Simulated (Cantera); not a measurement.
An isothermal, constant-pressure homogeneous reactor starts with CH₄ : H₂ = 1 : 5.5 (molar parts), at 1875 K and 100.0 Torr.

Detailed kinetics in Cantera: GRI-Mech 3.0 (53 species, 325 reactions). GRI-Mech 3.0 stops at C3 and has no aromatics, soot or wall deposition, so with more carbon than oxygen in the feed, carbon stays in small species such as C2H2 where larger ones or solid carbon would form.

One state of this run: x CH₄ = 0.00104; x H₂ = 0.931; x C₂H₄ = 0.000116; x C₂H₂ = 0.0660; x H = 0.00174; x CH₂ = 8.72e-8; x C₂H₆ = 1.27e-8. x: mole fraction; the columns are a selection and need not sum to one.

### Question
Which value of t (s) does it belong to?
(A) 0.0386
(B) 13.0
(C) 0.000800
(D) 0.00211

### Answer
B, 13.0
